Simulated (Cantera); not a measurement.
Charge: 1 mol Si, 3.4 mol F₂, 1.8 mol H₂, held at 1523 K.

Method: chemical equilibrium by Gibbs-energy minimisation in Cantera with the NASA 1993 tables (ideal gas, pure condensed phases). Candidate condensed phases: Si; 25 gas species. The tables' values for SiF₃, SiF₂ are old estimates; treat these amounts as uncertain. Rates play no part.

x: gas mole fraction; nothing condenses.

```csv
P (Pa),x HF,x SiF₄,x H₂,x SiF₃,x H,x SiF₂
1,0.675,0.222,0.0862,0.0134,___,0.000439
4.20,0.671,0.230,0.0907,0.00696,___,0.000115
18,0.669,0.234,0.0930,0.00348,___,2.83e-5
75,0.668,0.236,0.0941,0.00173,___,6.94e-6
320,0.667,0.237,0.0947,0.000845,___,1.65e-6
1300,0.667,0.238,0.0950,0.000421,___,4.08e-7
5600,0.667,0.238,0.0951,0.000203,___,9.49e-8
24000,0.667,0.238,0.0952,9.82e-5,___,2.22e-8
100000,0.667,0.238,0.0952,4.82e-5,___,5.33e-9
```

Some entries are withheld; supply them.


- 1, x H: 0.00215
- 4.20, x H: 0.00107
- 18, x H: 0.000525
- 75, x H: 0.000259
- 320, x H: 0.000126
- 1300, x H: 6.25e-5
- 5600, x H: 3.01e-5
- 24000, x H: 1.46e-5
- 100000, x H: 7.13e-6
